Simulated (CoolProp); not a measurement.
Computed with CoolProp (reference Helmholtz-energy equation of state, Tillner-Roth 1997).

Question: For CH2F2 (R32), give the phase and the cv (kJ/(kg K)), Joule-Thomson coefficient (K/MPa), isothermal compressibility (1/MPa), expansivity (1/kK) at 404.6 K and 65 bar.

Answer: 
- 404.6 K and 65 bar: supercritical; cv 0.990, Joule-Thomson coefficient 8.23, isothermal compressibility 0.223, expansivity 7.27
